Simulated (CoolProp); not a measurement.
Vapour-liquid equilibrium of R134a (1) + dimethyl ether (2) at 0.043 MPa; x and y are mole fractions of (1).

Computed with CoolProp (multi-fluid Helmholtz-energy mixture model, Tillner-Roth 1994 and Wu 2011; pair parameters Bell 2016).

```
x     bubble temperature, mixture model (K)  bubble temperature, Raoult's law (K)  y, mixture model  y, Raoult's law
----  -------------------------------------  ------------------------------------  ----------------  ---------------
0.05                                  230.7                                 230.3             0.035            0.051
0.15                                  231.2                                 230.3             0.120            0.153
0.25                                  231.7                                 230.2             0.223            0.255
0.35                                  231.9                                 230.2             0.337            0.355
0.45                                  231.9                                 230.1             0.456            0.456
0.55                                  231.8                                 230.1             0.574            0.556
0.65                                  231.5                                 230.0             0.687            0.655
0.75                                  231.1                                 230.0             0.789            0.754
0.85                                  230.6                                 229.9             0.881            0.853
0.95                                  230.1                                 229.9             0.963            0.951
```

The largest gap from Raoult's law is +1.8 K in bubble temperature, at x = 0.45. y crosses x between x = 0.35 and 0.45: the model has an azeotrope there.

The pair parameters rest on a limited set of measurements; away from them the model extrapolates.
